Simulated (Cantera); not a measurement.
Charge: 1 mol SiC, 1 mol N₂O, 16 mol N₂, held at 0.133 bar.

Equilibrium computed with Cantera from the NASA thermochemical tables; the gas is ideal and each condensed phase is pure. Candidate condensed phases: C, Si, SiC, SiO₂, Si₂N₂O, Si₃N₄; 34 gas species. Mutual solubility and eutectic melting of coexisting phases are not modelled. The tables' values for SiN are old estimates; treat these amounts as uncertain. The tables hold silica as quartz up to 1696 K and as liquid above; real silica turns to tridymite and cristobalite and melts near 1996 K. Equilibrium is a limit: real reactors are often held back by kinetics, nucleation or transport.

x: gas mole fraction; n: condensed amount in mol.

```
T (K)   x N₂      x CO     x SiO    x Si     x SiN    x Si₂N  n C(graphite)  n SiO₂(β-quartz)  n Si₂N₂O(s)  n SiC(s)
-----  -----  --------  --------  ------  --------  --------  -------------  ----------------  -----------  --------
948    1.000  0.000448    <1e-12  <1e-12    <1e-12    <1e-12          0.993             0.328        0.336         0
1048   0.996   0.00386    <1e-12  <1e-12    <1e-12    <1e-12          0.936             0.290        0.355         0
1148   0.977    0.0226  1.34e-10  <1e-12    <1e-12    <1e-12          0.618            0.0788        0.461         0
1248   0.971    0.0294   5.15e-9  <1e-12    <1e-12    <1e-12          0.500                 0        0.500         0
1348   0.971    0.0294   1.02e-7  <1e-12    <1e-12    <1e-12          0.500                 0        0.500         0
1448   0.971    0.0294   1.32e-6     ___  2.15e-12    <1e-12          0.500                 0        0.500         0
1548   0.971    0.0294   1.21e-5     ___  1.37e-10    <1e-12          0.500                 0        0.500         0
1648   0.971    0.0294   8.48e-5     ___   5.21e-9  9.48e-11          0.501                 0        0.499         0
1748   0.961    0.0382  0.000777     ___   7.90e-8   5.25e-9              0                 0        0.324     0.338
1848   0.958    0.0364   0.00531     ___   9.27e-7   2.02e-7              0                 0        0.271     0.364
1948   0.944    0.0278    0.0277     ___   9.04e-6   6.17e-6              0                 0     0.000634     0.499
2048   0.944    0.0280    0.0275     ___   2.97e-5   2.37e-5              0                 0            0     0.496
2148   0.943    0.0286    0.0269     ___   8.58e-5   7.75e-5              0                 0            0     0.484
```

Task: Fill in the missing entries.

Result: 
- 1448, x Si: 3.70e-12
- 1548, x Si: 3.61e-10
- 1648, x Si: 2.00e-8
- 1748, x Si: 4.26e-7
- 1848, x Si: 6.72e-6
- 1948, x Si: 8.62e-5
- 2048, x Si: 0.000360
- 2148, x Si: 0.00129
